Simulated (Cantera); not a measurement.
**Low-pressure radical oxidation in H2/O2**

An isothermal, constant-pressure homogeneous reactor starts with H2 : O2 = 0.038 : 1 (molar parts), equivalence ratio 0.019, at 948 K and 1330 Pa.

Computed with Cantera and the H2/O2 subset of GRI-Mech 3.0, which has no nitrogen chemistry. Radical loss at walls, strong at low pressure, is not modelled. Below about 950 K walls govern HO2 and H2O2 in real vessels. The temperature is held fixed by assumption; the heat of reaction is taken as removed at once.

```
t (s)         x H2   x O2      x OH     x H2O       x O
--------  --------  -----  --------  --------  --------
9.00e-6     0.0366  0.963    <1e-12    <1e-12    <1e-12
2.37e-5     0.0366  0.963    <1e-12    <1e-12    <1e-12
6.24e-5     0.0366  0.963    <1e-12    <1e-12    <1e-12
0.000164    0.0366  0.963  3.22e-12  1.34e-12  4.12e-12
0.000433    0.0366  0.963  1.45e-11  1.66e-11  2.41e-11
0.00114     0.0366  0.963  8.78e-11  2.25e-10  1.89e-10
0.00300     0.0366  0.963   3.13e-9   1.12e-8   7.21e-9
0.00790     0.0365  0.963   2.76e-5  0.000101   6.36e-5
0.0208    0.000974  0.952   0.00105    0.0336   0.00882
0.0548    0.000130  0.960  0.000327    0.0368   0.00209
0.144      1.98e-5  0.962  0.000120    0.0372  0.000345
0.380      2.87e-6  0.963   4.68e-5    0.0373   5.31e-5
1.00       4.18e-7  0.963   1.96e-5    0.0373   9.04e-6
```
x: mole fraction; the columns are a selection and need not sum to one.

Equilibrium at this temperature and pressure: H2 5.65e-12, O2 0.963, OH 1.04e-7, H2O 0.0373, O 2.54e-10 (gas phase only).
